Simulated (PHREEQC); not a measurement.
## Nickel, zinc or cadmium bath: speciation

Solution (20 °C): 3.7 mmol/kgw NiCl2 and 0.495 mmol/kgw MnSO4. Closed to the air; pH follows from the charge balance.

Computed with PHREEQC (ion-association model, wateq4f.dat).

No solid was allowed to form.

Problem. Predict the pH.

Solution. pH 6.32.

Problem. In which forms is Mn present?

Solution. Mn+2 96 %, MnSO4 2.5 %, MnCl+ 1.9 % of the Mn.
